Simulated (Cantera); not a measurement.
A perfectly stirred reactor is fed with 0.119 % CO, 0.446 % O₂, 0.317 % H₂O, 99.1 % N₂, at 4.80 bar; it is held at 1450 K, and followed from long to short residence time.

Computed with Cantera and GRI-Mech 3.0 (53 species, 325 reactions).

x: mole fraction; the columns are a selection and need not sum to one.

```
τ (s)        x CO     x O₂    x H₂O     x NO         x O      x H
-------  --------  -------  -------  -------  ----------  -------
2.5       5.21e-6  0.00387  0.00317  2.90e-7  (withheld)  2.17e-8
0.86      1.12e-5  0.00387  0.00317  3.08e-7  (withheld)  5.42e-8
0.29      2.43e-5  0.00388  0.00317  3.38e-7  (withheld)  1.40e-7
0.098     5.20e-5  0.00389  0.00316  3.54e-7  (withheld)  3.60e-7
0.033    0.000109  0.00391  0.00316  3.20e-7  (withheld)  9.19e-7
0.011    0.000222  0.00397  0.00315  2.27e-7  (withheld)  2.24e-6
0.0038   0.000411  0.00406  0.00314  1.26e-7  (withheld)  4.68e-6
0.0013   0.000681  0.00419  0.00313  4.88e-8     3.03e-5  7.73e-6
0.00043  0.000972  0.00433  0.00314  8.76e-9     2.98e-5  7.66e-6
```

Task: Fill in the missing entries.

Result: 
- 2.5, x O: 5.51e-7
- 0.86, x O: 1.01e-6
- 0.29, x O: 1.89e-6
- 0.098, x O: 3.57e-6
- 0.033, x O: 6.76e-6
- 0.011, x O: 1.25e-5
- 0.0038, x O: 2.11e-5
